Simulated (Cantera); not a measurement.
Stirred combustor or abatement burner

A perfectly stirred reactor is fed with 5.23 % CH4, 0.172 % CO, 19.9 % O2, 74.7 % N2, at 4280 Torr; it is adiabatic with a 425 K inlet, and is followed from long to short residence time, starting on the burning branch (τ in s: 0.082, 0.026, 0.0085, 0.0027, 0.00088, 0.00028, 9.1e-05, 2.9e-05, 9.4e-06, 3e-06).

Detailed kinetics in Cantera: GRI-Mech 3.0 (53 species, 325 reactions).

```csv
τ (s),T (K),x CH4,x CO,x O2,x NO,x H2O2
0.082,1639,1.34e-5,0.000154,0.0933,2.22e-6,1.01e-7
0.026,1637,3.02e-5,0.000362,0.0934,2.13e-6,1.68e-7
0.0085,1631,6.73e-5,0.000840,0.0937,2.05e-6,2.81e-7
0.0027,1618,0.000162,0.00207,0.0945,1.64e-6,4.83e-7
0.00088,1577,0.000511,0.00613,0.0972,7.65e-7,9.91e-7
0.00028,425,0.0523,0.00172,0.199,<1e-12,<1e-12
9.1e-5,425,0.0523,0.00172,0.199,<1e-12,<1e-12
2.9e-5,425,0.0523,0.00172,0.199,<1e-12,<1e-12
9.4e-6,425,0.0523,0.00172,0.199,<1e-12,<1e-12
3.0e-6,425,0.0523,0.00172,0.199,<1e-12,<1e-12
```
x: mole fraction; the columns are a selection and need not sum to one.
